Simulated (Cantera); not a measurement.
An adiabatic, constant-volume homogeneous reactor starts with CH₄ : O₂ : N₂ = 1 : 6.67 : 25.1 (molar parts), at 1650 K and 1.70 bar. Integrator tolerance rtol = 1e-08.

Detailed kinetics in Cantera: GRI-Mech 3.0 (53 species, 325 reactions).

Q: What does this change do: pressure from 1.70 bar to 1.10 bar?

A: 
| quantity | before | after |
|---|---|---|
| time of steepest temperature rise | 0.165 ms | 0.243 ms |
| temperature at 3.00 s | 2380 K | 2373 K |
| equilibrium temperature | 2380 K | 2373 K |
| x(CH₄) at 3.00 s | <1e-12 (gas-phase equilibrium <1e-12) | <1e-12 (gas-phase equilibrium <1e-12) |
| x(O₂) at 3.00 s | 0.133 (gas-phase equilibrium 0.133) | 0.133 (gas-phase equilibrium 0.133) |
| x(NO₂) at 3.00 s | 1.83e-5 (gas-phase equilibrium 1.83e-5) | 1.46e-5 (gas-phase equilibrium 1.46e-5) |
| x(CO₂) at 3.00 s | 0.0294 (gas-phase equilibrium 0.0294) | 0.0293 (gas-phase equilibrium 0.0293) |
| x(HCO) at 3.00 s | 6.91e-11 (gas-phase equilibrium 6.91e-11) | 7.01e-11 (gas-phase equilibrium 7.01e-11) |

Q: What does this change do: initial temperature 1650 to 1750 K?

A: 
```json
[
 {"quantity": "time of steepest temperature rise", "before": "0.165 ms", "after": "87.6 µs"},
 {"quantity": "temperature at 3.00 s", "before": "2380 K", "after": "2450 K"},
 {"quantity": "equilibrium temperature", "before": "2380 K", "after": "2450 K"},
 {"quantity": "x(CH₄) at 3.00 s", "before": "<1e-12 (gas-phase equilibrium <1e-12)", "after": "<1e-12 (gas-phase equilibrium <1e-12)"},
 {"quantity": "x(O₂) at 3.00 s", "before": "0.133 (gas-phase equilibrium 0.133)", "after": "0.132 (gas-phase equilibrium 0.132)"},
 {"quantity": "x(NO₂) at 3.00 s", "before": "1.83e-5 (gas-phase equilibrium 1.83e-5)", "after": "1.87e-5 (gas-phase equilibrium 1.87e-5)"},
 {"quantity": "x(CO₂) at 3.00 s", "before": "0.0294 (gas-phase equilibrium 0.0294)", "after": "0.0289 (gas-phase equilibrium 0.0289)"},
 {"quantity": "x(HCO) at 3.00 s", "before": "6.91e-11 (gas-phase equilibrium 6.91e-11)", "after": "1.52e-10 (gas-phase equilibrium 1.52e-10)"}
]
```
